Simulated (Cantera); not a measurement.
Cantera run, input and output.

```python
import numpy as np
import cantera as ct

gas = ct.Solution("gri30.yaml")
gas.TPX = 1975, 16000, {'C2H6': 1, 'H2': 4.1}
reactor = ct.IdealGasConstPressureReactor(gas, energy="off", clone=False)
net = ct.ReactorNet([reactor])
net.rtol, net.atol = 1e-08, 1e-18
show = ['C2H6', 'H2', 'C2H4', 'C2H2', 'CH3', 'C2H', 'H']
times = np.geomspace(4e-06, 30, 12)

steps = ct.SolutionArray(gas, extra=["t"])
rows = []
print(f"{'t/s':>10s}{'T/K':>9s}{'P/Pa':>11s}" + "".join(f"{s:>11s}" for s in show))
for t in times:
    while net.time < t:
        t_next = net.step()
        steps.append(gas.state, t=t_next)
    rows.append([np.interp(t, steps.t, y) for y in (steps.T, steps.P, *steps(*show).X.T)])
    print(f"{t:10.3e}{rows[-1][0]:9.1f}{rows[-1][1]:11.4g}" + "".join(f"{x:11.3e}" for x in rows[-1][2:]))
rate = np.gradient(steps.T, steps.t)
print("integrator steps:", len(steps.t))
if steps.T.max() > steps.T[0] + 200:
    print(f"time of steepest temperature rise: {steps.t[rate.argmax()]:.4e} s")
gas.TPX = 1975, 16000, {'C2H6': 1, 'H2': 4.1}
gas.equilibrate("TP")
print(f"equilibrium (TP): T = {gas.T:.1f} K  " + "  ".join(f"{s} {gas[s].X[0]:.3e}" for s in show))
```

It prints:

```
       t/s      T/K       P/Pa       C2H6         H2       C2H4       C2H2        CH3        C2H          H
 4.000e-06   1975.0    1.6e+04  9.401e-02  7.537e-01  2.051e-02  6.203e-04  6.131e-02  8.112e-08  6.042e-03
 1.687e-05   1975.0    1.6e+04  2.621e-03  7.159e-01  3.375e-02  2.971e-02  4.546e-02  7.019e-06  9.886e-03
 7.113e-05   1975.0    1.6e+04  4.174e-04  7.483e-01  1.270e-02  6.827e-02  1.496e-02  6.053e-06  3.870e-03
 3.000e-04   1975.0    1.6e+04  1.330e-04  7.716e-01  3.491e-03  8.913e-02  7.234e-03  4.550e-06  2.298e-03
 1.265e-03   1975.0    1.6e+04  5.286e-05  8.029e-01  1.274e-03  1.088e-01  4.582e-03  5.487e-06  2.362e-03
 5.334e-03   1975.0    1.6e+04  8.071e-06  8.369e-01  3.081e-04  1.291e-01  1.861e-03  7.207e-06  2.725e-03
 2.250e-02   1975.0    1.6e+04  4.890e-07  8.517e-01  1.561e-04  1.379e-01  4.744e-04  8.518e-06  3.070e-03
 9.486e-02   1975.0    1.6e+04  3.150e-08  8.551e-01  1.482e-04  1.399e-01  1.156e-04  8.906e-06  3.177e-03
 4.000e-01   1975.0    1.6e+04  1.156e-08  8.556e-01  1.480e-04  1.401e-01  6.249e-05  8.949e-06  3.187e-03
 1.687e+00   1975.0    1.6e+04  1.139e-08  8.556e-01  1.480e-04  1.402e-01  6.183e-05  8.949e-06  3.187e-03
 7.114e+00   1975.0    1.6e+04  1.139e-08  8.556e-01  1.480e-04  1.402e-01  6.183e-05  8.949e-06  3.187e-03
 3.000e+01   1975.0    1.6e+04  1.139e-08  8.556e-01  1.480e-04  1.402e-01  6.183e-05  8.949e-06  3.187e-03
integrator steps: 1372
equilibrium (TP): T = 1975.0 K  C2H6 1.139e-08  H2 8.556e-01  C2H4 1.480e-04  C2H2 1.402e-01  CH3 6.184e-05  C2H 8.949e-06  H 3.187e-03
```

Computed with Cantera and GRI-Mech 3.0 (53 species, 325 reactions). GRI-Mech 3.0 stops at C3 and has no aromatics, soot or wall deposition, so with more carbon than oxygen in the feed, carbon stays in small species such as C2H2 where larger ones or solid carbon would form.
